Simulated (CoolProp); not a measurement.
Decamethylcyclopentasiloxane (D5) at several states: Z from the reference equation and from simpler models built on Tc = 345.1 °C, pc = 10.78 bar, ω = 0.631; each cubic takes its own stable root.

Model: reference Helmholtz-energy equation of state, Thol 2019, in CoolProp.

| T (°C) | p (bar) | phase | reference |
|---|---|---|---|
| 269.75 | 0.219 | gas | 0.9880 |
| 194.35 | 1.5 | liquid | 0.01870 |
| 251.55 | 4.34 | liquid | 0.05371 |
| 232.65 | 10.8 | liquid | 0.1321 |
| 12.75 | 1.18 | liquid | 0.01903 |
| -22.05 | 33.4 | liquid | 0.5884 |

Task: How far does each simpler model (van der Waals, Redlich-Kwong) lie from the reference over these 6 states: mean and median of the absolute difference, and the worst?

Result: 
- van der Waals: mean 1063.6 %, median 84.9 %, worst +4784.5 % at 194.35 °C and 1.5 bar
- Redlich-Kwong: mean 790.6 %, median 25.5 %, worst +4635.8 % at 194.35 °C and 1.5 bar

At some of these states van der Waals, Redlich-Kwong gives the other phase, because its saturation line lies elsewhere.
